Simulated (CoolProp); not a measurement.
Vapour-liquid equilibrium of C3F8 (R218) (1) + c-C4F8 (RC318) (2) at 26.85 °C; x and y are mole fractions of (1).

Model: multi-fluid Helmholtz-energy mixture model, Lemmon 2006 and Platzer 1990; pair parameters Bell 2016, in CoolProp. This equation is an older, rougher fit; its heat capacities, sound speeds and derivatives of the liquid may be far off and weren't checked against measurements.

| x | bubble pressure (bar) | y at the bubble point | dew pressure at overall composition x (bar) | liquid density (mol/L) |
|---|---|---|---|---|
| 0.05 | 3.394 | 0.071 | 3.368 | 7.464 |
| 0.2 | 3.795 | 0.306 | 3.586 | 7.479 |
| 0.35 | ? | 0.527 | 3.898 | 7.467 |
| 0.5 | 5.312 | 0.702 | 4.343 | ? |
| 0.65 | ? | 0.829 | 5.003 | 7.349 |
| 0.8 | ? | 0.918 | 6.062 | ? |
| 0.95 | ? | 0.982 | 8.037 | ? |

What belongs in the gaps?


- 0.35, bubble pressure (bar): 4.443
- 0.5, liquid density (mol/L): 7.425
- 0.65, bubble pressure (bar): 6.347
- 0.8, bubble pressure (bar): 7.487
- 0.8, liquid density (mol/L): 7.230
- 0.95, bubble pressure (bar): 8.696
- 0.95, liquid density (mol/L): 7.055

No azeotrope shows between x = 0.05 and 0.95.

Pair parameters are fitted to limited data, so mixtures are less certain than the pure fluids.
